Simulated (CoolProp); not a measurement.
Hydrogen chloride along the isobar 5.72 bar: Z from the reference equation and from simpler models built on Tc = 324.7 K, pc = 83.14 bar, ω = 0.130; each cubic takes its own stable root.

Model: reference Helmholtz-energy equation of state, Thol 2018, in CoolProp.

| T (K) | phase | reference |
|---|---|---|
| 166.1 | liquid | 0.01219 |
| 176.5 | liquid | 0.01171 |
| 186.8 | liquid | 0.01129 |
| 197.2 | liquid | 0.01094 |
| 207.5 | liquid | 0.01064 |
| 217.9 | liquid | 0.01039 |
| 228.2 | gas | 0.9109 |
| 238.6 | gas | 0.9249 |
| 248.9 | gas | 0.9358 |
| 259.3 | gas | 0.9446 |
| 269.7 | gas | 0.9518 |
| 280 | gas | 0.9576 |
| 290.4 | gas | 0.9625 |
| 300.7 | gas | 0.9666 |
| 311.1 | gas | 0.9701 |

Question: How far does each simpler model (Redlich-Kwong, Soave-Redlich-Kwong) lie from the reference over these 15 states: mean and median of the absolute difference, and the worst?

Answer: 
- Redlich-Kwong: mean 6.5 %, median 1.8 %, worst +15.8 % at 217.9 K and 5.72 bar
- Soave-Redlich-Kwong: mean 6.0 %, median 1.6 %, worst +14.1 % at 217.9 K and 5.72 bar
